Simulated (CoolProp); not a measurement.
R13 along the isotherm -22.45 °C: density (kg/m³) from the reference equation and from simpler models built on Tc = 29.9 °C, pc = 3973 kPa, ω = 0.175; each cubic takes its own stable root.

Computed with CoolProp (reference Helmholtz-energy equation of state, Platzer 1990). This equation is an older, rougher fit; its heat capacities, sound speeds and derivatives of the liquid may be far off and weren't checked against measurements.

| p (kPa) | phase | reference |
|---|---|---|
| 426 | gas | 23.02 |
| 851 | gas | 50.64 |
| 1280 | liquid | 1261 |
| 1700 | liquid | 1266 |
| 2130 | liquid | 1270 |
| 2550 | liquid | 1274 |
| 2980 | liquid | 1278 |
| 3410 | liquid | 1282 |
| 3830 | liquid | 1286 |
| 4260 | liquid | 1289 |
| 4680 | liquid | 1293 |
| 5110 | liquid | 1296 |
| 5530 | liquid | 1300 |
| 5960 | liquid | 1303 |

**Question.** How far does each simpler model (van der Waals, Redlich-Kwong, Peng-Robinson) lie from the reference over these 14 states: mean and median of the absolute difference, and the worst?

**Answer.** 
- van der Waals: mean 37.2 %, median 32.8 %, worst -93.8 % at -22.45 °C and 1280 kPa
- Redlich-Kwong: mean 6.5 %, median 7.0 %, worst -9.0 % at -22.45 °C and 1280 kPa
- Peng-Robinson: mean 6.8 %, median 7.8 %, worst +8.7 % at -22.45 °C and 5960 kPa

At some of these states van der Waals gives the other phase, because its saturation line lies elsewhere.
